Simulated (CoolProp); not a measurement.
Saturation properties of vinyl chloride.

Model: reference Helmholtz-energy equation of state, Thol 2022, in CoolProp.

```csv
T (K),p (kPa),vapour density (kg/m³),enthalpy of vaporisation (kJ/kg)
215.7,10.97,0.3843,390.2
220.8,15.02,0.5150,386.1
225.8,20.11,0.6757,382.0
230.9,26.68,0.8782,378.0
236,34.88,1.126,373.9
241.1,44.99,1.426,369.8
246.2,57.33,1.785,365.8
251.3,72.20,2.210,361.7
256.3,89.59,2.700,357.7
261.4,110.5,3.281,353.6
266.5,135.1,3.953,349.4
271.6,163.8,4.726,345.2
276.7,196.9,5.610,341.0
281.8,234.9,6.614,336.6
```

It boils at 259.3 K under 1 atm.
